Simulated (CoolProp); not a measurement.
Tetrahydrofuran along the isotherm 515.8 K: Z from the reference equation and from simpler models built on Tc = 540.2 K, pc = 5.304 MPa, ω = 0.234; each cubic takes its own stable root.

Model: reference Helmholtz-energy equation of state, Fiedler 2023, in CoolProp.

| p (MPa) | phase | reference |
|---|---|---|
| 0.0419 | gas | 0.9969 |
| 0.0861 | gas | 0.9936 |
| 0.177 | gas | 0.9867 |
| 0.363 | gas | 0.9725 |
| 0.746 | gas | 0.9419 |
| 1.53 | gas | 0.8733 |
| 3.14 | gas | 0.6871 |
| 6.46 | liquid | 0.1866 |
| 13.3 | liquid | 0.3552 |

Task: How far does each simpler model (Redlich-Kwong, Soave-Redlich-Kwong, Peng-Robinson) lie from the reference over these 9 states: mean and median of the absolute difference, and the worst?

Result: 
- Redlich-Kwong: mean 4.1 %, median 0.1 %, worst +20.4 % at 515.8 K and 6.46 MPa
- Soave-Redlich-Kwong: mean 3.4 %, median 0.0 %, worst +17.3 % at 515.8 K and 6.46 MPa
- Peng-Robinson: mean 0.9 %, median 0.6 %, worst +4.6 % at 515.8 K and 6.46 MPa
